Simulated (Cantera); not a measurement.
A Cantera script and what it prints.

```python
import numpy as np
import cantera as ct

gas_names = """
    H HO2 H2 H2O H2O2 Li LiH LiO LiOH Li2 Li2O Li2O2 Li2O2H2 O OH O2 O3
""".split()
cond_names = """
    H2O(s) H2O(L) Li(cr) Li(L) LiH(s) LiH(L) LiOH(s) LiOH(L) Li2O(s) Li2O(L)
""".split()


# ... load() reads the species with a 1 bar reference pressure and builds the phases ...
atoms = {
    'LiOH': {'Li': 1, 'O': 1, 'H': 1},
    'H2': {'H': 2},
    'H2O': {'H': 2, 'O': 1},
}
top_T = {}  # K; cautious upper limits of use, not melting points


# ... equilibrate(T, P, feed) seeds the gas with the atoms and calls Mixture.equilibrate('TP', solver="vcs", rtol=1e-11, max_steps=5000) ...
results = []
feed = {'LiOH': 1, 'H2': 0.16, 'H2O': 0.12}  # mol
P = 10000  # Pa
for T in [873, 1023, 1173, 1323, 1473, 1623, 1773, 1923, 2073, 2223]:
    mix = equilibrate(T, P, feed)
    results.append((T, P, feed, dict(zip(mix.species_names, mix.species_moles))))
    x = sorted(zip(gas.X, gas.species_names), reverse=True)
    print(f"T = {T:g} K  P = {P:g} Pa  gas = {mix.phase_moles(0):.4g} mol")
    print("   x: " + "  ".join(f"{s} {v:.3e}" for v, s in x if v > 1e-06))
    print("   condensed (mol): " + ("  ".join(f"{mix.phase(i).name} {mix.phase_moles(i):.4g}"
          for i in range(1, mix.n_phases) if mix.phase_moles(i) > 1e-12) or "none"))
```

Output:

```
T = 873 K  P = 10000 Pa  gas = 0.3567 mol
   x: H2O 5.515e-01  H2 4.485e-01  LiOH 2.036e-06
   condensed (mol): LiOH(L) 0.8466  Li2O(s) 0.07672
T = 1023 K  P = 10000 Pa  gas = 0.78 mol
   x: H2O 7.948e-01  H2 2.051e-01  LiOH 1.023e-04  Li2O2H2 1.377e-05
   condensed (mol): Li2O(s) 0.4999
T = 1173 K  P = 10000 Pa  gas = 0.7806 mol
   x: H2O 7.934e-01  H2 2.050e-01  LiOH 1.577e-03  Li2O2H2 7.866e-05
   condensed (mol): Li2O(s) 0.4993
T = 1323 K  P = 10000 Pa  gas = 0.785 mol
   x: H2O 7.832e-01  H2 2.038e-01  LiOH 1.273e-02  Li2O2H2 2.883e-04  Li 5.693e-06  H 2.264e-06
   condensed (mol): Li2O(s) 0.4948
T = 1473 K  P = 10000 Pa  gas = 0.806 mol
   x: H2O 7.364e-01  H2 1.984e-01  LiOH 6.429e-02  Li2O2H2 7.459e-04  Li 1.137e-04  H 1.782e-05  Li2O 1.132e-05  OH 1.721e-06  LiH 1.021e-06
   condensed (mol): Li2O(s) 0.4734
T = 1623 K  P = 10000 Pa  gas = 0.8772 mol
   x: H2O 5.968e-01  LiOH 2.185e-01  H2 1.817e-01  Li2O2H2 1.341e-03  Li 1.337e-03  Li2O 2.354e-04  H 9.316e-05  OH 1.281e-05  LiH 9.886e-06
   condensed (mol): Li2O(s) 0.4022
T = 1773 K  P = 10000 Pa  gas = 1.056 mol
   x: LiOH 4.933e-01  H2O 3.449e-01  H2 1.457e-01  Li 1.138e-02  Li2O 2.831e-03  Li2O2H2 1.465e-03  H 3.433e-04  LiH 6.655e-05  OH 5.039e-05  LiO 4.062e-06
   condensed (mol): Li2O(s) 0.2291
T = 1923 K  P = 10000 Pa  gas = 1.317 mol
   x: LiOH 6.728e-01  H2O 1.617e-01  H2 9.298e-02  Li 5.588e-02  Li2O 1.455e-02  H 9.084e-04  Li2O2H2 7.459e-04  LiH 2.351e-04  OH 1.360e-04  LiO 3.679e-05  Li2 7.239e-06
   condensed (mol): none
T = 2073 K  P = 10000 Pa  gas = 1.336 mol
   x: LiOH 6.385e-01  H2O 1.845e-01  Li 8.071e-02  H2 7.841e-02  Li2O 1.429e-02  H 2.329e-03  OH 6.232e-04  LiH 2.852e-04  Li2O2H2 2.227e-04  LiO 1.581e-04  O2 1.336e-05  O 1.328e-05  Li2 9.166e-06  Li2O2 2.889e-06
   condensed (mol): none
T = 2223 K  P = 10000 Pa  gas = 1.358 mol
   x: LiOH 6.015e-01  H2O 2.059e-01  Li 1.064e-01  H2 6.372e-02  Li2O 1.369e-02  H 5.114e-03  OH 2.386e-03  LiO 5.660e-04  LiH 3.139e-04  O2 1.806e-04  O 1.328e-04  Li2O2H2 7.635e-05  Li2 1.030e-05  Li2O2 7.812e-06
   condensed (mol): none
```

These are equilibrium values from Cantera (NASA tables, ideal gas, pure condensed phases), not measurements of a reactor.
